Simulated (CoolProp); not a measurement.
Properties of dimethyl carbonate along the isobar 0.551 MPa.

Computed with CoolProp (reference Helmholtz-energy equation of state, Zhou 2011).

| T (°C) | phase | density (kg/m³) | speed of sound (m/s) | expansivity (1/kK) | fugacity coefficient |
|---|---|---|---|---|---|
| 143.05 | liquid | 894.5 | … | 1.816 | 0.7186 |
| 149.15 | liquid | 884.5 | 726.7 | 1.874 | 0.8179 |
| 155.35 | gas | 15.45 | … | … | 0.9108 |
| 161.45 | gas | 15.15 | 189.3 | 3.163 | 0.9148 |
| 167.55 | gas | 14.87 | … | 3.066 | 0.9185 |
| 173.75 | gas | 14.59 | 193.5 | 2.975 | 0.9221 |
| 179.85 | gas | 14.33 | 195.5 | 2.892 | 0.9255 |
| 186.05 | gas | 14.08 | 197.5 | 2.814 | 0.9287 |
| 192.15 | gas | 13.84 | 199.5 | 2.743 | 0.9316 |
| 198.35 | gas | 13.61 | 201.4 | 2.675 | 0.9345 |
| 204.45 | gas | 13.39 | 203.2 | 2.613 | 0.9371 |
| 210.55 | gas | 13.19 | … | 2.554 | … |
| 216.75 | gas | 12.98 | 206.8 | 2.498 | 0.9420 |
| 222.85 | gas | 12.79 | 208.6 | 2.446 | 0.9443 |

### Question
What belongs in the gaps?

### Answer

- 143.05, speed of sound (m/s): 748.7
- 155.35, speed of sound (m/s): 187.1
- 155.35, expansivity (1/kK): 3.269
- 167.55, speed of sound (m/s): 191.4
- 210.55, speed of sound (m/s): 205.0
- 210.55, fugacity coefficient: 0.9396
